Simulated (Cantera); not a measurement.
A perfectly stirred reactor is fed with 12.8 % CO, 3.84 % H₂, 17.5 % O₂, 65.8 % N₂, equivalence ratio 0.47, at 10.0 bar; it is adiabatic with a 600 K inlet, and is followed from long to short residence time, starting on the burning branch (τ in s: 0.086, 0.039, 0.018, 0.0079, 0.0036, 0.0016, 0.00072, 0.00033, 0.00015, 6.6e-05).

Model: GRI-Mech 3.0 (53 species, 325 reactions), integrated in Cantera. The hydrogen kinetics of GRI-Mech 3.0 are dated; newer H2 mechanisms differ, most at raised pressure.

x: mole fraction; the columns are a selection and need not sum to one.

| τ (s) | T (K) | x CO | x H₂ | x O₂ | x H₂O | x NO |
|---|---|---|---|---|---|---|
| 0.086 | 1930 | 0.000251 | 1.21e-5 | 0.100 | 0.0416 | 0.000171 |
| 0.039 | 1928 | 0.000397 | 1.72e-5 | 0.100 | 0.0416 | 0.000107 |
| 0.018 | 1926 | 0.000652 | 2.63e-5 | 0.101 | 0.0415 | 7.68e-5 |
| 0.0079 | 1922 | 0.00113 | 4.30e-5 | 0.101 | 0.0414 | 6.16e-5 |
| 0.0036 | 1915 | 0.00191 | 7.03e-5 | 0.101 | 0.0413 | 5.39e-5 |
| 0.0016 | 1903 | 0.00328 | 0.000117 | 0.101 | 0.0410 | 4.73e-5 |
| 0.00072 | 1883 | … | … | 0.102 | 0.0407 | … |
| 0.00033 | 1851 | 0.00950 | 0.000314 | 0.104 | 0.0404 | 2.96e-5 |
| 0.00015 | 1794 | … | … | 0.107 | 0.0398 | … |
| 6.6e-5 | 1666 | 0.0333 | 0.000998 | 0.115 | 0.0391 | 8.87e-6 |

Some entries are withheld; supply them.


- 0.00072, x CO: 0.00560
- 0.00072, x H₂: 0.000193
- 0.00072, x NO: 3.93e-5
- 0.00015, x CO: 0.0166
- 0.00015, x H₂: 0.000518
- 0.00015, x NO: 1.97e-5
